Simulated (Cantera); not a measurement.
Input: 1 mol CH2F2, at 1425 °C and 555 Torr.

Equilibrium computed with Cantera from the NASA thermochemical tables; the gas is ideal and each condensed phase is pure. Candidate condensed phases: C, C6H6, C7H8, C8H18; 95 gas species. Rates play no part.

Base state: HF 1.000, H2 3.14e-5, CF4 1.38e-5 (mole fractions); condensed: C(graphite).

Question: What changes in the equilibrium state with this change: temperature from 1425 °C to 2527 °C?

Answer: 
```tsv
species	before	after
HF	1.000	0.983
F	2.92e-6	0.00783
H	9.43e-7	0.00477
CF	2.31e-9	0.000579
C3	<1e-9	4.27e-5
C2H2 (acetylene)	2.27e-9	8.39e-5
C2H	<1e-9	2.01e-5
C(graphite), mol	1.000	0.996
```
